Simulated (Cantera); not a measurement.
Gas mixture: 50.0 % C3H8, 50.0 % C2H4, at 0.0263 atm, frozen composition.

Cantera's kinetic-theory transport with the Lennard-Jones parameters of GRI-Mech 3.0, ideal gas; thermal conductivity in the multicomponent form. The composition is frozen, though it would react at the higher temperatures.

One state of this run: ρ (kg/m³) = 0.0165; cp (J/kg/K) = 3061; μ (µPa s) = 19.3; λ (mW/m/K) = 77.0; Pr = 0.766; D (cm²/s) NH3 = 25.7; D (cm²/s) NO = 22.6; D (cm²/s) CO2 = 17.7. D: mixture-averaged diffusion coefficient of that species in the mixture.

Task: Which value of T (K) does it belong to?
A) 600
B) 500
C) 700
D) 1000

Result: C, 700
